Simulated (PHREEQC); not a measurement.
Leach liquor (model solution)

Dissolve 1.2 mmol/kgw HCl, 0.52 mmol/kgw CuSO4 and 1.3 mmol/kgw MnSO4 at 25 °C. Closed to the air; pH follows from the charge balance.

All values are PHREEQC results (ion-association model, phreeqc.dat), not measurements.

Each row changes one thing in this solution. Precipitation was switched off in this run.

```json
[
 {"case": "as made", "pH": "3.00", "ionic strength (mol/kgw)": "0.00737", "SO4-2 (mol/kgw)": "0.00149", "Mn+2 (mol/kgw)": "0.00114", "Cu+2 (mol/kgw)": "0.000451", "MnSO4 (mol/kgw)": "0.000151"},
 {"case": "MnSO4 from 0.0013 to 0.00143 mol/kgw", "pH": "3.00", "ionic strength (mol/kgw)": "0.00778", "SO4-2 (mol/kgw)": "0.00159", "Mn+2 (mol/kgw)": "0.00125", "Cu+2 (mol/kgw)": "0.000448", "MnSO4 (mol/kgw)": "…"},
 {"case": "temperature from 25 to 65 °C", "pH": "3.05", "ionic strength (mol/kgw)": "0.00679", "SO4-2 (mol/kgw)": "0.00129", "Mn+2 (mol/kgw)": "0.00107", "Cu+2 (mol/kgw)": "0.000443", "MnSO4 (mol/kgw)": "0.000231"},
 {"case": "diluted 10-fold with water", "pH": "3.94", "ionic strength (mol/kgw)": "0.000826", "SO4-2 (mol/kgw)": "…", "Mn+2 (mol/kgw)": "0.000127", "Cu+2 (mol/kgw)": "…", "MnSO4 (mol/kgw)": "…"},
 {"case": "2.4e-05 mol/kgw Ca(NO3)2 added", "pH": "3.00", "ionic strength (mol/kgw)": "0.00744", "SO4-2 (mol/kgw)": "0.00149", "Mn+2 (mol/kgw)": "0.00115", "Cu+2 (mol/kgw)": "0.000451", "MnSO4 (mol/kgw)": "0.000150"}
]
```

### Question
Some entries are withheld; supply them.

### Answer

- MnSO4 from 0.0013 to 0.00143 mol/kgw, MnSO4 (mol/kgw): 0.000173
- diluted 10-fold with water, SO4-2 (mol/kgw): 0.000176
- diluted 10-fold with water, Cu+2 (mol/kgw): 5.06e-5
- diluted 10-fold with water, MnSO4 (mol/kgw): 3.07e-6

Away from 25 °C the constants follow the database's enthalpies or fits; those with neither stay at their 25 °C values.
